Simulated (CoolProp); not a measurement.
Vapour-liquid equilibrium of p-xylene (1) + n-undecane (2) at 0.000753 MPa; x and y are mole fractions of (1).

Values from CoolProp's multi-fluid Helmholtz-energy mixture model, Zhou 2012 and Aleksandrov 2011; pair parameters Bell 2016.

```json
[
 {"x": "0.05", "bubble temperature (K)": "329.7", "y at the bubble point": "0.388", "dew temperature at overall composition x (K)": "336.5", "liquid density (mol/L)": "4.661"},
 {"x": "0.125", "bubble temperature (K)": "321.4", "y at the bubble point": "0.662", "dew temperature at overall composition x (K)": "335.2", "liquid density (mol/L)": "4.868"},
 {"x": "0.2", "bubble temperature (K)": "315.3", "y at the bubble point": "0.791", "dew temperature at overall composition x (K)": "333.8", "liquid density (mol/L)": "[?]"},
 {"x": "0.275", "bubble temperature (K)": "310.7", "y at the bubble point": "[?]", "dew temperature at overall composition x (K)": "332.3", "liquid density (mol/L)": "5.287"},
 {"x": "0.35", "bubble temperature (K)": "307.1", "y at the bubble point": "0.903", "dew temperature at overall composition x (K)": "[?]", "liquid density (mol/L)": "5.508"},
 {"x": "0.425", "bubble temperature (K)": "304.1", "y at the bubble point": "0.931", "dew temperature at overall composition x (K)": "328.8", "liquid density (mol/L)": "5.740"},
 {"x": "0.5", "bubble temperature (K)": "301.5", "y at the bubble point": "0.950", "dew temperature at overall composition x (K)": "326.8", "liquid density (mol/L)": "5.986"},
 {"x": "0.575", "bubble temperature (K)": "[?]", "y at the bubble point": "0.964", "dew temperature at overall composition x (K)": "324.5", "liquid density (mol/L)": "6.246"},
 {"x": "0.65", "bubble temperature (K)": "297.4", "y at the bubble point": "0.974", "dew temperature at overall composition x (K)": "321.8", "liquid density (mol/L)": "6.525"},
 {"x": "0.725", "bubble temperature (K)": "295.7", "y at the bubble point": "[?]", "dew temperature at overall composition x (K)": "318.7", "liquid density (mol/L)": "[?]"},
 {"x": "0.8", "bubble temperature (K)": "294.1", "y at the bubble point": "0.989", "dew temperature at overall composition x (K)": "[?]", "liquid density (mol/L)": "7.143"},
 {"x": "0.875", "bubble temperature (K)": "292.7", "y at the bubble point": "0.994", "dew temperature at overall composition x (K)": "309.6", "liquid density (mol/L)": "7.489"},
 {"x": "0.95", "bubble temperature (K)": "[?]", "y at the bubble point": "0.998", "dew temperature at overall composition x (K)": "301.5", "liquid density (mol/L)": "7.863"}
]
```

Problem. Fill in the missing entries.

Solution. 
- 0.2, liquid density (mol/L): 5.075
- 0.275, y at the bubble point: 0.861
- 0.35, dew temperature at overall composition x (K): 330.6
- 0.575, bubble temperature (K): 299.3
- 0.725, y at the bubble point: 0.982
- 0.725, liquid density (mol/L): 6.823
- 0.8, dew temperature at overall composition x (K): 314.8
- 0.95, bubble temperature (K): 291.4

No azeotrope shows between x = 0.05 and 0.95.

The pair parameters rest on a limited set of measurements; away from them the model extrapolates.
